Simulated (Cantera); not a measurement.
Input: 1 mol CH3Cl, 5.2 mol H2, at 13.3 mbar.

Cantera equilibrium calculation (NASA polynomials, part measured and part estimated; ideal gas, pure solids and liquids). Candidate condensed phases: C, C6H6, C7H8, C8H18; 91 gas species. Rates play no part.

x: gas mole fraction; n: condensed amount in mol.

```json
[
 {"T (°C)": "1377", "x H2": "0.860", "x H": "0.000730", "x HCl": "0.139", "x Cl": "9.23e-5", "x C3": "<1e-12", "x C2H2 (acetylene)": "3.92e-5", "x C2H": "[?]", "n C(graphite)": "0.999"},
 {"T (°C)": "1527", "x H2": "0.858", "x H": "0.00287", "x HCl": "0.138", "x Cl": "0.000354", "x C3": "8.59e-12", "x C2H2 (acetylene)": "0.000151", "x C2H": "[?]", "n C(graphite)": "0.998"},
 {"T (°C)": "1677", "x H2": "0.852", "x H": "0.00916", "x HCl": "0.137", "x Cl": "0.00110", "x C3": "5.87e-10", "x C2H2 (acetylene)": "0.000466", "x C2H": "[?]", "n C(graphite)": "0.993"},
 {"T (°C)": "1827", "x H2": "0.837", "x H": "0.0247", "x HCl": "0.134", "x Cl": "0.00291", "x C3": "2.16e-8", "x C2H2 (acetylene)": "0.00121", "x C2H": "[?]", "n C(graphite)": "0.982"},
 {"T (°C)": "1977", "x H2": "0.805", "x H": "0.0577", "x HCl": "0.128", "x Cl": "0.00663", "x C3": "4.87e-7", "x C2H2 (acetylene)": "0.00270", "x C2H": "[?]", "n C(graphite)": "0.960"},
 {"T (°C)": "2127", "x H2": "0.746", "x H": "0.119", "x HCl": "0.116", "x Cl": "0.0132", "x C3": "7.36e-6", "x C2H2 (acetylene)": "0.00520", "x C2H": "[?]", "n C(graphite)": "0.918"},
 {"T (°C)": "2277", "x H2": "0.651", "x H": "0.218", "x HCl": "0.0988", "x Cl": "0.0233", "x C3": "7.99e-5", "x C2H2 (acetylene)": "0.00866", "x C2H": "[?]", "n C(graphite)": "0.850"},
 {"T (°C)": "2427", "x H2": "0.520", "x H": "0.355", "x HCl": "0.0756", "x Cl": "0.0359", "x C3": "0.000660", "x C2H2 (acetylene)": "0.0123", "x C2H": "[?]", "n C(graphite)": "0.739"},
 {"T (°C)": "2577", "x H2": "0.367", "x H": "0.510", "x HCl": "0.0506", "x Cl": "0.0484", "x C3": "0.00433", "x C2H2 (acetylene)": "0.0144", "x C2H": "[?]", "n C(graphite)": "0.490"},
 {"T (°C)": "2727", "x H2": "0.226", "x H": "0.650", "x HCl": "0.0292", "x Cl": "0.0572", "x C3": "0.0152", "x C2H2 (acetylene)": "0.0106", "x C2H": "[?]", "n C(graphite)": "0"}
]
```

Problem. Fill in the missing entries.

Solution. 
- 1377, x C2H: 1.45e-10
- 1527, x C2H: 4.41e-9
- 1677, x C2H: 7.88e-8
- 1827, x C2H: 9.22e-7
- 1977, x C2H: 7.67e-6
- 2127, x C2H: 4.77e-5
- 2277, x C2H: 0.000231
- 2427, x C2H: 0.000888
- 2577, x C2H: 0.00275
- 2727, x C2H: 0.00523
